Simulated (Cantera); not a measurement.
Input: 1 mol n-butane, 1.8 mol O₂, 25 mol N₂, held at 2525 °C and 0.585 Torr.

Equilibrium computed with Cantera from the NASA thermochemical tables; the gas is ideal and each condensed phase is pure. Candidate condensed phases: C, C₆H₆, C₇H₈, C₈H₁₈, H₂O; 136 gas species. The numbers say what is thermodynamically allowed, not how fast it happens.

Task: What is the equilibrium state?

Result: 
```json
{
  "x(N₂)": "0.646",
  "x(H)": "0.244",
  "x(CO)": "0.0936",
  "x(H₂)": "0.00702",
  "x(CN)": "0.00532",
  "x(HCN)": "0.00183",
  "x(C)": "0.00163",
  "x(C₃)": "0.000302",
  "x(HNC)": "0.000290",
  "gas_amount": "38.47 mol",
  "log10 activity of C(graphite) (absent)": "-0.71"
}
```
